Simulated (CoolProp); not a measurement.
Vapour-liquid equilibrium of R134a (1) + methanol (2) at 8.46 kPa; x and y are mole fractions of (1).

Computed with CoolProp (multi-fluid Helmholtz-energy mixture model, Tillner-Roth 1994 and de Reuck 1993; pair parameters Bell 2016).

Problem. Give the bubble temperature and the first vapour's composition at x = 0.425, 0.575, 0.65. Is there an azeotrope?

Solution. x = 0.425: -63.9 °C, y = 0.998; x = 0.575: -64.8 °C, y = 0.998; x = 0.65: -65.3 °C, y = 0.999. No azeotrope shows between x = 0.05 and 0.95.

The pair parameters rest on a limited set of measurements; away from them the model extrapolates. With so large a gap from Raoult's law the liquid may split in two, which this calculation doesn't test in full.
